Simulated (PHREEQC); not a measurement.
Dissolve 0.012 mol/kgw NH4HCO3, 0.12 mol/kgw (NH4)2SiF6 and 0.028 mol/kgw H2SO4 at 25 °C. Closed to the air; pH follows from the charge balance.

Equilibrium calculation in PHREEQC: ion-association model, phreeqc.dat.

Precipitation was switched off in this run.

Task: Predict the pH, activity of water.

Result: pH 1.59; activity of water 0.992.

Task: In which forms is S present?

Result: SO4-2 43 %, HSO4- 32 %, NH4SO4- 25 % of the S.

The solution is supersaturated, for example in Quartz (slow to form), Chalcedony (slow to form), so a real one may precipitate; this is no full list. Carbamate, which ammonia and carbonate form, is missing from the database. SiF6-2 is the database's only silicon fluoride.
